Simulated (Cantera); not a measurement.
A perfectly stirred reactor is fed with NO : N₂ = 1 : 4.3 (molar parts), at 0.132 atm; it is held at 1900 K, and followed from long to short residence time.

Detailed kinetics in Cantera: GRI-Mech 3.0 (53 species, 325 reactions).

x: mole fraction; the columns are a selection and need not sum to one.

| τ (s) | x NO | x N₂ | x NO₂ | x O₂ | x N₂O |
|---|---|---|---|---|---|
| 4.5 | 0.154 | 0.828 | [?] | 0.0171 | 9.70e-6 |
| 1.1 | 0.180 | 0.816 | [?] | 0.00417 | 1.36e-5 |
| 0.29 | 0.187 | 0.812 | [?] | 0.00102 | 1.45e-5 |
| 0.076 | 0.188 | 0.812 | [?] | 0.000232 | 1.41e-5 |
| 0.019 | 0.189 | 0.811 | [?] | 3.53e-5 | 1.17e-5 |
| 0.0050 | 0.189 | 0.811 | [?] | 2.38e-6 | 7.04e-6 |
| 0.0013 | 0.189 | 0.811 | [?] | 1.07e-7 | 2.75e-6 |
| 0.00033 | 0.189 | 0.811 | [?] | 6.27e-9 | 8.04e-7 |

### Question
What belongs in the gaps?

### Answer

- 4.5, x NO₂: 3.42e-5
- 1.1, x NO₂: 2.30e-5
- 0.29, x NO₂: 1.71e-5
- 0.076, x NO₂: 1.42e-5
- 0.019, x NO₂: 1.02e-5
- 0.0050, x NO₂: 3.83e-6
- 0.0013, x NO₂: 6.54e-7
- 0.00033, x NO₂: 7.07e-8
